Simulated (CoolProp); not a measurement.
Vapour-liquid equilibrium of R22 (1) + C3F8 (R218) (2) at 228.1 K; x and y are mole fractions of (1).

Computed with CoolProp (multi-fluid Helmholtz-energy mixture model, Kamei 1995 and Lemmon 2006; pair parameters Bell 2016).

```json
[
 {"x": "0.05", "bubble pressure (MPa)": "0.07876", "y at the bubble point": "0.166", "dew pressure at overall composition x (MPa)": "0.07143", "liquid density (mol/L)": "8.945"},
 {"x": "0.125", "bubble pressure (MPa)": "0.09076", "y at the bubble point": "0.321", "dew pressure at overall composition x (MPa)": "0.07604", "liquid density (mol/L)": "9.272"},
 {"x": "0.2", "bubble pressure (MPa)": "0.09931", "y at the bubble point": "0.416", "dew pressure at overall composition x (MPa)": "?", "liquid density (mol/L)": "9.625"},
 {"x": "0.275", "bubble pressure (MPa)": "0.1050", "y at the bubble point": "0.479", "dew pressure at overall composition x (MPa)": "0.08693", "liquid density (mol/L)": "10.01"},
 {"x": "0.35", "bubble pressure (MPa)": "0.1086", "y at the bubble point": "0.521", "dew pressure at overall composition x (MPa)": "0.09328", "liquid density (mol/L)": "10.43"},
 {"x": "0.425", "bubble pressure (MPa)": "?", "y at the bubble point": "0.551", "dew pressure at overall composition x (MPa)": "0.1001", "liquid density (mol/L)": "10.89"},
 {"x": "0.5", "bubble pressure (MPa)": "0.1118", "y at the bubble point": "0.573", "dew pressure at overall composition x (MPa)": "0.1069", "liquid density (mol/L)": "11.39"},
 {"x": "0.575", "bubble pressure (MPa)": "0.1121", "y at the bubble point": "0.591", "dew pressure at overall composition x (MPa)": "0.1118", "liquid density (mol/L)": "11.94"},
 {"x": "0.65", "bubble pressure (MPa)": "0.1120", "y at the bubble point": "0.608", "dew pressure at overall composition x (MPa)": "0.1101", "liquid density (mol/L)": "12.56"},
 {"x": "0.725", "bubble pressure (MPa)": "0.1113", "y at the bubble point": "0.630", "dew pressure at overall composition x (MPa)": "0.1043", "liquid density (mol/L)": "13.24"},
 {"x": "0.8", "bubble pressure (MPa)": "0.1093", "y at the bubble point": "0.662", "dew pressure at overall composition x (MPa)": "0.09793", "liquid density (mol/L)": "13.99"},
 {"x": "0.875", "bubble pressure (MPa)": "0.1048", "y at the bubble point": "0.719", "dew pressure at overall composition x (MPa)": "0.09181", "liquid density (mol/L)": "14.83"},
 {"x": "0.95", "bubble pressure (MPa)": "0.09492", "y at the bubble point": "0.836", "dew pressure at overall composition x (MPa)": "0.08618", "liquid density (mol/L)": "?"}
]
```

**Question.** Complete the blanks.

**Answer.** 
- 0.2, dew pressure at overall composition x (MPa): 0.08119
- 0.425, bubble pressure (MPa): 0.1107
- 0.95, liquid density (mol/L): 15.76

y crosses x between x = 0.575 and 0.65: the model has an azeotrope there.

The pair parameters rest on a limited set of measurements; away from them the model extrapolates.
